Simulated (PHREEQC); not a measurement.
Dissolve 0.045 mol NH4HF2, 0.062 mol (NH4)2SiF6, 0.18 mol H3BO3 and 6.2e-05 mol HCl per kg of water at 25 °C. Closed to the air; pH follows from the charge balance.

Computed with PHREEQC (ion-association model, phreeqc.dat).

This is a speciation only: nothing precipitates in the calculation.

Task: Predict the pH, ionic strength, activity of water.

Result: pH 4.51; ionic strength 0.222 mol/kgw; activity of water 0.993.

Task: In which forms is Si present?

Result: SiF6-2 86 %, H4SiO4 14 % of the Si.

Examples of supersaturated solids here: SiO2(a), Quartz (slow to form). Others may be too. SiF6-2 is the database's only silicon fluoride. Real BF4- forms and hydrolyses slowly; the run takes it at equilibrium.
